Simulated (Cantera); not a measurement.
An isothermal, constant-pressure homogeneous reactor starts with NO : N₂ = 1 : 0.79 (molar parts), at 1400 K and 0.960 bar. Integrator tolerance rtol = 1e-08.

Computed with Cantera and GRI-Mech 3.0 (53 species, 325 reactions).

Q: What does this change do: 0.1 parts H2O added?

A: 
```
quantity                                          before                                    after
---------------  ---------------------------------------  ---------------------------------------
x(NO) at 200 s    0.373 (gas-phase equilibrium 0.000802)   0.359 (gas-phase equilibrium 0.000760)
x(N₂) at 200 s       0.534 (gas-phase equilibrium 0.720)      0.503 (gas-phase equilibrium 0.682)
x(O₂) at 200 s      0.0915 (gas-phase equilibrium 0.279)     0.0835 (gas-phase equilibrium 0.264)
x(N₂O) at 200 s  4.23e-5 (gas-phase equilibrium 4.77e-8)  3.11e-5 (gas-phase equilibrium 4.40e-8)
x(O) at 200 s    2.98e-7 (gas-phase equilibrium 5.13e-7)  2.84e-7 (gas-phase equilibrium 5.00e-7)
x(NO₂) at 200 s  0.00179 (gas-phase equilibrium 6.71e-6)  0.00165 (gas-phase equilibrium 6.18e-6)
```
